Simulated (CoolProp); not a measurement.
Propylene at 298.15 K and 4.11 MPa flows at 4.7 m/s in a round tube of 6 mm bore and 15 µm roughness, fully developed (64/Re and Nu = 3.66 if laminar; Colebrook and Gnielinski if turbulent). Each further row changes one setting.

Computed with CoolProp (reference Helmholtz-energy equation of state, Lemmon 2013).

| case | Reynolds number | Darcy friction factor | pressure drop (Pa/m) | heat-transfer coefficient (W/(m² K)) | mass flow (kg/h) |
|---|---|---|---|---|---|
| as stated | 145000 | 0.0259 | 24600 | 13200 | 247 |
| velocity 9.4 m/s | 290000 | 0.0254 | 96500 | 26100 | 493 |
| diameter 12 mm | 290000 | 0.0216 | 10300 | 11400 | 987 |

Viscosity comes from a separate model (Huber 2003), an estimate that may be off by 10 % or more. Thermal conductivity comes from a separate model (Huber 2003), an estimate that may be off by 10 % or more.
